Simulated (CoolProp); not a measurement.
Propylene at several states: density (kg/m³) from the reference equation and from simpler models built on Tc = 91.1 °C, pc = 4555 kPa, ω = 0.146; each cubic takes its own stable root.

Computed with CoolProp (reference Helmholtz-energy equation of state, Lemmon 2013).

| T (°C) | p (kPa) | phase | reference | van der Waals | Redlich-Kwong | Peng-Robinson |
|---|---|---|---|---|---|---|
| 107.95 | 116 | gas | 1.552 | 1.551 | 1.552 | 1.554 |
| -106.55 | 2730 | liquid | 680.7 | 427.5 | … | … |
| 34.35 | 4380 | liquid | … | … | … | 516.9 |
| 248.65 | 14100 | supercritical | … | 190.7 | … | … |

**Question.** Fill in the missing entries.

**Answer.** 
- -106.55, Redlich-Kwong: 633.6
- -106.55, Peng-Robinson: 714.3
- 34.35, reference: 500.7
- 34.35, van der Waals: 324.4
- 34.35, Redlich-Kwong: 446.9
- 248.65, reference: 177.6
- 248.65, Redlich-Kwong: 180.4
- 248.65, Peng-Robinson: 176.1
